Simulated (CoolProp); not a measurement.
Vapour-liquid equilibrium of n-hexane (1) + toluene (2) at 269.8 K; x and y are mole fractions of (1).

Model: multi-fluid Helmholtz-energy mixture model, Thol 2019 and Lemmon 2006; pair parameters Bell 2016, in CoolProp.

```
x      bubble pressure, mixture model (bar)  bubble pressure, Raoult's law (bar)  y, mixture model  y, Raoult's law
-----  ------------------------------------  -----------------------------------  ----------------  ---------------
0.05                                0.01132                             0.009449             0.386            0.266
0.125                               0.01642                              0.01268             0.607            0.496
0.2                                     ___                              0.01591               ___            0.633
0.275                               0.02429                              0.01914             0.771            0.724
0.35                                0.02748                              0.02237             0.813            0.788
0.425                               0.03037                              0.02560               ___            0.836
0.5                                 0.03305                              0.02883             0.871            0.873
0.575                               0.03562                              0.03206             0.893            0.903
0.65                                    ___                              0.03528             0.913            0.928
0.725                               0.04063                              0.03851               ___            0.948
0.8                                 0.04317                              0.04174             0.951            0.965
0.875                                   ___                              0.04497             0.969            0.980
0.95                                    ___                              0.04820             0.988            0.992
```

Task: What belongs in the gaps?

Result: 
- 0.2, bubble pressure, mixture model (bar): 0.02067
- 0.2, y, mixture model: 0.709
- 0.425, y, mixture model: 0.845
- 0.65, bubble pressure, mixture model (bar): 0.03813
- 0.725, y, mixture model: 0.932
- 0.875, bubble pressure, mixture model (bar): 0.04578
- 0.95, bubble pressure, mixture model (bar): 0.04849

The largest gap from Raoult's law is +29.9 % in bubble pressure, at x = 0.2. No azeotrope shows between x = 0.05 and 0.95.

The pair parameters rest on a limited set of measurements; away from them the model extrapolates.
